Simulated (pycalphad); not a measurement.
Effect of Mg content in Al-Si-Mg

All values are pycalphad results on the COST 507 light-alloy database (1999) (1 atm), not direct measurements. The data set is of 1999 and partly superseded. Amounts are mole fractions of atoms.

| alloy | liquidus (K) | first solid | solidus (K) | phases at 775 K |
|---|---|---|---|---|
| Al-0.6Si-3.7Mg (at.%) | ___ | fcc | ___ | ___ |
| Al-0.6Si-14.81Mg (at.%) | 861 | fcc | 748 | fcc 0.84, liquid 0.14, MG2SI 0.02 |
| Al-0.6Si-22.22Mg (at.%) | 820 | fcc | 723 | liquid 0.57, fcc 0.42, MG2SI 0.01 |

**Question.** Fill in the missing entries.

**Answer.** 
- Al-0.6Si-3.7Mg (at.%), liquidus (K): 913
- Al-0.6Si-3.7Mg (at.%), solidus (K): 867
- Al-0.6Si-3.7Mg (at.%), phases at 775 K: fcc 0.98, MG2SI 0.02

Database names, with the compositions (at.%) that they take in these runs: MG2SI: Mg 67 Si 33.
